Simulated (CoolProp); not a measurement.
Properties of ethanol along the isotherm 620 K (Tc = 514.7 K, pc = 6.268 MPa, ω = 0.644).

Values from CoolProp's reference Helmholtz-energy equation of state, Schroeder 2014.

| p (MPa) | phase | density (kg/m³) | speed of sound (m/s) | conductivity (mW/(m K)) |
|---|---|---|---|---|
| 0.00991 | gas | 0.08858 | 347.8 | 53.4 |
| 0.0145 | gas | 0.1296 | 347.8 | 53.4 |
| 0.0214 | gas | 0.1913 | 347.7 | 53.4 |
| 0.0313 | gas | 0.2799 | 347.7 | 53.5 |
| 0.046 | gas | 0.4115 | 347.6 | 53.5 |
| 0.0675 | gas | 0.6040 | 347.5 | 53.5 |
| 0.0991 | gas | 0.8873 | 347.4 | 53.6 |
| 0.145 | gas | 1.299 | 347.1 | 53.6 |
| 0.214 | gas | 1.920 | 346.8 | 53.8 |
| 0.313 | gas | 2.814 | 346.3 | 53.9 |
| 0.46 | gas | 4.148 | 345.5 | 54.2 |
| 0.675 | gas | 6.113 | 344.4 | 54.5 |
| 0.991 | gas | 9.031 | 342.8 | 55.1 |
| 1.45 | gas | 13.34 | 340.5 | 55.9 |
| 2.14 | gas | 19.97 | 336.9 | 57.2 |
| 3.13 | gas | 29.85 | 331.6 | 59.2 |

Thermal conductivity comes from a separate model (Assael 2013).
